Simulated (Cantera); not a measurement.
## Silicon epitaxy and polysilicon growth: Si3H8 + Cl2 + H2

A closed system holds: 1 mol Si3H8, 0.095 mol Cl2, 94 mol H2, at 1.90 bar.

Cantera equilibrium calculation (NASA polynomials, part measured and part estimated; ideal gas, pure solids and liquids). Candidate condensed phases: Si; 19 gas species. The feed counts by its element totals alone. Gases not in the tables: Si2H6 and higher silanes. Rates play no part.

From 952 °C to 1402 °C the condensed part is Si(s). At 1477 °C the condensed part is Si(l). The main Si-bearing gas is SiCl2 at 952 °C and SiH2 at 1477 °C.

| T (°C) | x H2 | x HCl | x H | x SiH2 | n Si(s) | n Si(l) |
|---|---|---|---|---|---|---|
| 952 | 0.998 | 0.00188 | 2.26e-7 | 1.94e-8 | 3.00 | 0 |
| 1027 | 0.998 | 0.00190 | 8.02e-7 | 7.63e-8 | 3.00 | 0 |
| 1102 | 0.998 | 0.00191 | 2.48e-6 | 2.58e-7 | 3.00 | 0 |
| 1177 | 0.998 | 0.00191 | 6.85e-6 | 7.68e-7 | 3.00 | 0 |
| 1252 | 0.998 | 0.00191 | 1.71e-5 | 2.05e-6 | 3.00 | 0 |
| 1327 | 0.998 | 0.00191 | 3.94e-5 | 5.00e-6 | 3.00 | 0 |
| 1402 | 0.998 | 0.00191 | 8.41e-5 | 1.12e-5 | 3.00 | 0 |
| 1477 | 0.998 | 0.00191 | 0.000169 | 2.08e-5 | 0 | 3.00 |
x: gas mole fraction; n: condensed amount in mol.
